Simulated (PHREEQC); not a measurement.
Consider water at 20 °C with 0.00432 mol/kgw NH4BF4, 0.023 mol/kgw LiOH and 0.0011 mol/kgw Li2CO3. Closed to the air; pH follows from the charge balance.

The numbers come from PHREEQC with the ion-association model, wateq4f.dat.

Task: The ionic strength comes out as 0.0263 mol/kgw. What activity coefficients do HCO3-, Li+, F-, OH-, CO3-2 get?

Result: HCO3- 0.86, Li+ 0.87, F- 0.85, OH- 0.85, CO3-2 0.56.

No solid was allowed to form. Real BF4- forms and hydrolyses slowly; the run takes it at equilibrium.
